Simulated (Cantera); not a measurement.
A Cantera script and what it prints.

```python
import numpy as np
import cantera as ct

gas_names = """
    CL CL2 H HCL H2 Si SiCL SiCL2 SiCL3 SiCL4 SiH SiHCL3 SiH2 SiH2CL2 SiH3 SiH3CL SiH4 Si2 Si3
""".split()
cond_names = """
    Si(cr) Si(L)
""".split()


# ... load() reads the species with a 1 bar reference pressure and builds the phases ...
atoms = {
    'SiH2Cl2': {'Si': 1, 'H': 2, 'CL': 2},
    'Cl2': {'CL': 2},
    'H2': {'H': 2},
}
top_T = {}  # K; cautious upper limits of use, not melting points


# ... equilibrate(T, P, feed) seeds the gas with the atoms and calls Mixture.equilibrate('TP', solver="vcs", rtol=1e-11, max_steps=5000) ...
results = []
feed = {'SiH2Cl2': 1, 'Cl2': 0.058, 'H2': 4}  # mol
P = 1900  # Pa
for T in [948, 1023, 1098, 1173, 1248, 1323, 1398, 1473, 1548, 1623, 1698, 1773]:
    mix = equilibrate(T, P, feed)
    results.append((T, P, feed, dict(zip(mix.species_names, mix.species_moles))))
    x = sorted(zip(gas.X, gas.species_names), reverse=True)
    print(f"T = {T:g} K  P = {P:g} Pa  gas = {mix.phase_moles(0):.4g} mol")
    print("   x: " + "  ".join(f"{s} {v:.3e}" for v, s in x if v > 1e-05))
    print("   condensed (mol): " + ("  ".join(f"{mix.phase(i).name} {mix.phase_moles(i):.4g}"
          for i in range(1, mix.n_phases) if mix.phase_moles(i) > 1e-12) or "none"))
```

Output:

```
T = 948 K  P = 1900 Pa  gas = 5.532 mol
   x: H2 8.858e-01  SiCL4 7.702e-02  HCL 1.803e-02  SiHCL3 1.704e-02  SiCL3 1.128e-03  SiCL2 5.588e-04  SiH2CL2 3.815e-04
   condensed (mol): Si(cr) 0.4682
T = 1023 K  P = 1900 Pa  gas = 5.564 mol
   x: H2 8.736e-01  SiCL4 7.145e-02  HCL 3.388e-02  SiHCL3 1.559e-02  SiCL3 2.811e-03  SiCL2 2.335e-03  SiH2CL2 3.767e-04
   condensed (mol): Si(cr) 0.485
T = 1098 K  P = 1900 Pa  gas = 5.618 mol
   x: H2 8.545e-01  SiCL4 6.151e-02  HCL 5.676e-02  SiHCL3 1.348e-02  SiCL2 7.653e-03  SiCL3 5.787e-03  SiH2CL2 3.532e-04
   condensed (mol): Si(cr) 0.5012
T = 1173 K  P = 1900 Pa  gas = 5.705 mol
   x: H2 8.284e-01  HCL 8.503e-02  SiCL4 4.627e-02  SiCL2 1.986e-02  SiHCL3 1.050e-02  SiCL3 9.653e-03  SiH2CL2 3.053e-04
   condensed (mol): Si(cr) 0.506
T = 1248 K  P = 1900 Pa  gas = 5.818 mol
   x: H2 7.991e-01  HCL 1.132e-01  SiCL2 4.023e-02  SiCL4 2.786e-02  SiCL3 1.246e-02  SiHCL3 6.928e-03  SiH2CL2 2.341e-04
   condensed (mol): Si(cr) 0.4897
T = 1323 K  P = 1900 Pa  gas = 5.925 mol
   x: H2 7.750e-01  HCL 1.336e-01  SiCL2 6.296e-02  SiCL4 1.254e-02  SiCL3 1.201e-02  SiHCL3 3.691e-03  SiH2CL2 1.556e-04  H 1.013e-05
   condensed (mol): Si(cr) 0.4586
T = 1398 K  P = 1900 Pa  gas = 5.994 mol
   x: H2 7.615e-01  HCL 1.435e-01  SiCL2 7.963e-02  SiCL3 9.110e-03  SiCL4 4.452e-03  SiHCL3 1.659e-03  SiH2CL2 9.287e-05  H 2.996e-05
   condensed (mol): Si(cr) 0.4309
T = 1473 K  P = 1900 Pa  gas = 6.026 mol
   x: H2 7.560e-01  HCL 1.464e-01  SiCL2 8.911e-02  SiCL3 6.149e-03  SiCL4 1.452e-03  SiHCL3 7.043e-04  H 7.980e-05  SiH2CL2 5.357e-05  CL 1.253e-05
   condensed (mol): Si(cr) 0.4125
T = 1548 K  P = 1900 Pa  gas = 6.042 mol
   x: H2 7.542e-01  HCL 1.463e-01  SiCL2 9.442e-02  SiCL3 4.050e-03  SiCL4 4.863e-04  SiHCL3 3.062e-04  H 1.940e-04  SiH2CL2 3.142e-05  CL 3.005e-05  SiCL 1.907e-05
   condensed (mol): Si(cr) 0.4
T = 1623 K  P = 1900 Pa  gas = 6.05 mol
   x: H2 7.537e-01  HCL 1.451e-01  SiCL2 9.767e-02  SiCL3 2.703e-03  H 4.353e-04  SiCL4 1.745e-04  SiHCL3 1.405e-04  CL 6.600e-05  SiCL 5.254e-05  SiH2CL2 1.909e-05
   condensed (mol): Si(cr) 0.3904
T = 1698 K  P = 1900 Pa  gas = 6.055 mol
   x: H2 7.530e-01  HCL 1.443e-01  SiCL2 9.940e-02  SiCL3 1.853e-03  H 9.103e-04  CL 1.357e-04  SiCL 1.302e-04  SiHCL3 6.854e-05  SiCL4 6.827e-05  Si 3.456e-05  SiH2CL2 1.199e-05  SiH2 1.052e-05
   condensed (mol): Si(L) 0.3849
T = 1773 K  P = 1900 Pa  gas = 6.061 mol
   x: H2 7.488e-01  HCL 1.503e-01  SiCL2 9.699e-02  H 1.786e-03  SiCL3 1.323e-03  CL 2.756e-04  SiCL 2.735e-04  Si 1.121e-04  SiHCL3 3.580e-05  SiCL4 3.064e-05  SiH2 1.848e-05  SiH 1.651e-05
   condensed (mol): Si(L) 0.4011
```

Method: chemical equilibrium by Gibbs-energy minimisation in Cantera with the NASA 1993 tables (ideal gas, pure condensed phases). The tables' values for SiCl3, SiCl are old estimates; treat these amounts as uncertain. Gases not in the tables: Si2H6 and higher silanes.
